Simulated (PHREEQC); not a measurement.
Solution A (4.3 mmol/kgw KOH, 0.67 mmol/kgw H4SiO4 and 110 mmol/kgw K3PO4) is mixed with solution B (150 mmol/kgw H3PO4 and 20 mmol/kgw NaOH) at 25 °C; shares are by mass of water, 1 kg in all. Oxygen alone is held at its pressure in air (log pO2 = -0.68). No CO2 enters from the air. Only these solids could form: Chalcedony.

Model: ion-association model, phreeqc.dat, run in PHREEQC.

| share of solution B | pH | Chalcedony (mol) | Si in solution (mol/kgw) | H2PO4- (mol/kgw) | H3SiO4- (mol/kgw) | HPO4-2 (mol/kgw) | H3PO4 (mol/kgw) |
|---|---|---|---|---|---|---|---|
| 0 | 12.08 | 0 | 0.000670 | 5.65e-8 | 0.000537 | 0.0144 | 0 |
| 0.05 | 11.80 | 0 | 0.000636 | 1.93e-7 | 0.000562 | 0.0254 | 0 |
| 0.1 | 11.53 | 0 | 0.000603 | 5.81e-7 | 0.000559 | 0.0407 | 0 |
| 0.15 | 11.28 | 0 | 0.000569 | 1.52e-6 | 0.000538 | 0.0581 | 0 |
| 0.2 | 11.01 | 0 | 0.000536 | 3.90e-6 | 0.000506 | 0.0764 | 0 |
| 0.3 | 8.17 | 0.000203 | 0.000266 | 0.00406 | 8.85e-6 | 0.107 | 2.69e-9 |
| 0.35 | 7.34 | 0.000175 | 0.000260 | 0.0237 | 1.31e-6 | 0.0910 | 1.07e-7 |
| 0.4 | 7.01 | 0.000141 | 0.000261 | 0.0434 | 6.02e-7 | 0.0751 | 4.27e-7 |
| 0.45 | 6.76 | 0.000105 | 0.000263 | 0.0631 | 3.32e-7 | 0.0592 | 1.13e-6 |
| 0.5 | 6.52 | 7.02e-5 | 0.000265 | 0.0828 | 1.89e-7 | 0.0431 | 2.62e-6 |
| 0.55 | 6.24 | 3.48e-5 | 0.000267 | 0.103 | 9.78e-8 | 0.0270 | 6.29e-6 |
| 0.6 | 5.78 | 0 | 0.000268 | 0.122 | 3.37e-8 | 0.0108 | 2.18e-5 |
| 0.65 | 3.41 | 0 | 0.000234 | 0.130 | 1.23e-10 | 4.68e-5 | 0.00557 |
| 0.7 | 2.78 | 0 | 0.000201 | 0.116 | 2.40e-11 | 9.41e-6 | 0.0217 |
| 0.8 | 2.29 | 0 | 0.000134 | 0.0891 | 5.01e-12 | 2.18e-6 | 0.0529 |
| 0.85 | 2.12 | 0 | 0.000100 | 0.0763 | 2.51e-12 | 1.22e-6 | 0.0677 |
| 0.9 | 1.97 | 0 | 6.70e-5 | 0.0642 | 1.16e-12 | 6.98e-7 | 0.0818 |
| 0.95 | 1.83 | 0 | 3.35e-5 | 0.0532 | 4.14e-13 | 4.02e-7 | 0.0948 |
| 1 | 1.70 | 0 | 0 | 0.0434 | 0 | 2.32e-7 | 0.107 |

Chalcedony from share of solution B = 0.3 (pH 8.17), last present at share of solution B = 0.55.
